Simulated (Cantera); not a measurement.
Feed: 1 mol C₃H₈, 0.069 mol H₂O, 0.5 mol N₂, equilibrated at 3800000 Pa.

Points: T (K) = 750, 850, 950, 1050, 1150, 1250, 1350, 1450, 1550.

Cantera's Mixture.equilibrate('TP', solver="vcs", rtol=1e-11, max_steps=5000) on the NASA tables stopped like this:

```
ERROR: FAILURE its = 5001!

*******************************************************************************
CanteraError thrown by MultiPhase::equilibrate:
VCS solver failed. Return code: -1
*******************************************************************************
```

Problem. What got this run through?

Solution. This is not unique; one that fits is The failure is numerical, not chemical. The same input converged with solver="gibbs", rtol=1e-10, max_steps=50000, and the result passed a check of the equilibrium conditions:
```
log10 of partial pressures in bar; condensed amounts in mol
       T/K        H2       CH4        N2       H2O        CO       NH3       HCN     C(gr)
       750     0.463     1.431     0.850    -0.016    -2.438    -1.172    -6.954     1.104
       850     0.793     1.381     0.830    -0.046    -1.688    -1.126    -5.703     1.229
       950     1.037     1.298     0.799    -0.109    -1.116    -1.129    -4.733     1.423
      1050     1.211     1.180     0.761    -0.233    -0.703    -1.176    -3.968     1.678
      1150     1.329     1.027     0.721    -0.444    -0.444    -1.259    -3.354     1.959
      1250     1.404     0.849     0.687    -0.733    -0.315    -1.367    -2.851     2.226
      1350     1.450     0.660     0.661    -1.055    -0.263    -1.485    -2.431     2.443
      1450     1.477     0.472     0.644    -1.372    -0.246    -1.603    -2.074     2.599
      1550     1.493     0.294     0.633    -1.665    -0.242    -1.716    -1.765     2.703
```

The gas is ideal and each condensed phase is pure. The ideal-gas law is rough above about 30 bar.
